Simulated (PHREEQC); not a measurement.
0.017 g of hydrous ferric oxide (600 m²/g; 0.2 weak and 0.005 strong sites per Fe, Dzombak-Morel constants, diffuse double layer) in 1 kg of water with 0.3 mol/kgw of an inert sodium salt and 9.9e-05 mol/kgw Na2SO4, 4.6e-07 mol/kgw NaF and 9.9e-05 mol/kgw ZnCl2, at 25 °C; the pH is set by adding NaOH or the inert anion's acid. Oxygen is held at 0.21 atm. No CO2 enters from the air. No solid was allowed to form.

Base run: PHREEQC, ion-association model, wateq4f.dat. Each further column changes one thing. The table gives F sorbed (%).

```json
[
 {"pH": "3", "base": "1.7", "no electrostatic term (-no_edl)": "0.0", "background salt from 0.3 to 0.03 mol/kgw": "?", "oxide from 0.017 to 0.085 g/kgw": "?"},
 {"pH": "3.75", "base": "2.7", "no electrostatic term (-no_edl)": "0.1", "background salt from 0.3 to 0.03 mol/kgw": "2.8", "oxide from 0.017 to 0.085 g/kgw": "?"},
 {"pH": "4.5", "base": "2.8", "no electrostatic term (-no_edl)": "0.1", "background salt from 0.3 to 0.03 mol/kgw": "3.2", "oxide from 0.017 to 0.085 g/kgw": "13.6"},
 {"pH": "4.88", "base": "2.7", "no electrostatic term (-no_edl)": "0.1", "background salt from 0.3 to 0.03 mol/kgw": "3.2", "oxide from 0.017 to 0.085 g/kgw": "?"},
 {"pH": "5.62", "base": "2.1", "no electrostatic term (-no_edl)": "0.1", "background salt from 0.3 to 0.03 mol/kgw": "2.7", "oxide from 0.017 to 0.085 g/kgw": "9.8"},
 {"pH": "6.38", "base": "1.1", "no electrostatic term (-no_edl)": "0.1", "background salt from 0.3 to 0.03 mol/kgw": "1.9", "oxide from 0.017 to 0.085 g/kgw": "5.5"},
 {"pH": "7.12", "base": "0.6", "no electrostatic term (-no_edl)": "0.0", "background salt from 0.3 to 0.03 mol/kgw": "1.1", "oxide from 0.017 to 0.085 g/kgw": "2.7"},
 {"pH": "7.5", "base": "0.4", "no electrostatic term (-no_edl)": "0.0", "background salt from 0.3 to 0.03 mol/kgw": "0.8", "oxide from 0.017 to 0.085 g/kgw": "1.9"},
 {"pH": "8.25", "base": "0.1", "no electrostatic term (-no_edl)": "0.0", "background salt from 0.3 to 0.03 mol/kgw": "0.2", "oxide from 0.017 to 0.085 g/kgw": "?"},
 {"pH": "9", "base": "0.0", "no electrostatic term (-no_edl)": "0.0", "background salt from 0.3 to 0.03 mol/kgw": "0.0", "oxide from 0.017 to 0.085 g/kgw": "0.2"}
]
```

**Question.** Some entries are withheld; supply them.

**Answer.** 
- 3, background salt from 0.3 to 0.03 mol/kgw: 1.6
- 3, oxide from 0.017 to 0.085 g/kgw: 8.6
- 3.75, oxide from 0.017 to 0.085 g/kgw: 13.1
- 4.88, oxide from 0.017 to 0.085 g/kgw: 12.9
- 8.25, oxide from 0.017 to 0.085 g/kgw: 0.7

In at least one series the solution becomes supersaturated in solids that the run did not let form, among them Zn(OH)2-e. The oxide is taken as insoluble; below pH 4 it would dissolve.
